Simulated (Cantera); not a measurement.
Feed: 1 mol Ta, 3 mol H2O, 5 mol H2, held at 0.00133 bar.

Method: chemical equilibrium by Gibbs-energy minimisation in Cantera with the NASA 1993 tables (ideal gas, pure condensed phases). Candidate condensed phases: H2O, Ta, Ta2O5; 12 gas species. The numbers say what is thermodynamically allowed, not how fast it happens. All values below are at 1677 °C.

Base state: H2 0.908, H2O 0.0614, H 0.0299, OH 0.000184, TaO2 4.75e-5 (mole fractions); condensed: Ta2O5(s).

**Question.** What changes in the equilibrium state with this change: Ta replaced by Ta(OEt)5?

**Answer.** 
| species | before | after |
|---|---|---|
| H2 | 0.908 | 0.696 |
| CO | 0 | 0.277 |
| H | 0.0299 | 0.0262 |
| H2O | 0.0614 | 3.70e-8 |
| TaO2 | 4.75e-5 | <1e-9 |
| C2H2 (acetylene) | 0 | 0.000381 |
| OH | 0.000184 | <1e-9 |
| Ta2O5(s), mol | 0.500 | 0 |
| C(graphite), mol | 0 | 0.978 |
| TaC(s), mol | 0 | 1.00 |
The feed counts by its element totals alone. TaC: taken at fixed stoichiometry. Condensed phases not in the tables: Ta2C. Further candidate phases: C, C6H6, C7H8, C8H18, TaC.
